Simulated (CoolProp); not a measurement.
Fluorine along the isobar 63.9 bar: fugacity coefficient from the reference equation and from simpler models built on Tc = 144.4 K, pc = 52.40 bar, ω = 0.045; each cubic takes its own stable root.

Values from CoolProp's reference Helmholtz-energy equation of state, de Reuck 1990.

```csv
T (K),phase,reference
127.3,liquid,0.3316
137.5,liquid,0.4727
147.7,supercritical,0.6172
157.9,supercritical,0.7058
168.1,supercritical,0.7615
178.3,supercritical,0.8036
188.5,supercritical,0.8367
198.7,supercritical,0.8634
208.9,supercritical,0.8851
219.1,supercritical,0.9030
229.3,supercritical,0.9179
239.5,supercritical,0.9305
249.7,supercritical,0.9411
259.9,supercritical,0.9502
270.1,supercritical,0.9581
```

### Question
How far does each simpler model (van der Waals, Redlich-Kwong) lie from the reference over these 15 states: mean and median of the absolute difference, and the worst?

### Answer
- van der Waals: mean 4.5 %, median 2.2 %, worst +28.8 % at 127.3 K and 63.9 bar
- Redlich-Kwong: mean 1.0 %, median 1.0 %, worst +2.8 % at 127.3 K and 63.9 bar
